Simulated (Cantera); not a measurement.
An isothermal, constant-pressure homogeneous reactor starts with NH₃ : H₂ = 1 : 29 (molar parts), at 2375 K and 13300 Pa.

Detailed kinetics in Cantera: the gas-phase N/H chemistry of the illustrative SiF4/NH3 mechanism in the Surface Chemkin manual (1991). Walls and surfaces, which speed up NH3 decomposition in real reactors, are not modelled.

x: mole fraction; the columns are a selection and need not sum to one.

```tsv
t (s)	x NH₃	x H₂	x N₂	x N₂H₄	x N	x N₂H₂	x NH₂
3.00e-5	0.0333	0.967	7.18e-11	<1e-12	1.10e-10	3.97e-11	1.26e-5
9.36e-5	0.0333	0.966	1.04e-8	7.07e-12	3.52e-9	5.10e-10	3.82e-5
0.000292	0.0332	0.966	1.09e-6	6.65e-11	1.07e-7	___	0.000117
0.000912	0.0327	0.964	8.26e-5	5.57e-10	2.66e-6	___	0.000339
0.00285	0.0280	0.964	0.00224	1.30e-9	1.28e-5	___	0.000518
0.00888	0.0136	0.969	0.00931	5.38e-10	1.48e-5	___	0.000333
0.0277	0.000660	0.965	0.0156	8.54e-12	1.29e-5	___	4.21e-5
0.0865	9.77e-6	0.947	0.0158	<1e-12	1.46e-6	1.34e-11	1.23e-6
0.270	1.65e-6	0.946	0.0158	<1e-12	2.65e-7	<1e-12	2.13e-7
0.843	4.82e-7	0.946	0.0158	<1e-12	7.72e-8	<1e-12	6.20e-8
2.63	2.13e-7	0.946	0.0158	<1e-12	3.42e-8	<1e-12	2.75e-8
8.21	1.85e-7	0.946	0.0158	<1e-12	2.96e-8	<1e-12	2.38e-8
25.6	1.85e-7	0.946	0.0158	<1e-12	2.96e-8	<1e-12	2.38e-8
80.0	1.85e-7	0.946	0.0158	<1e-12	2.96e-8	<1e-12	2.38e-8
```

Problem. Complete the blanks.

Solution. 
- 0.000292, x N₂H₂: 8.75e-9
- 0.000912, x N₂H₂: 1.61e-7
- 0.00285, x N₂H₂: 5.96e-7
- 0.00888, x N₂H₂: 3.10e-7
- 0.0277, x N₂H₂: 1.02e-8
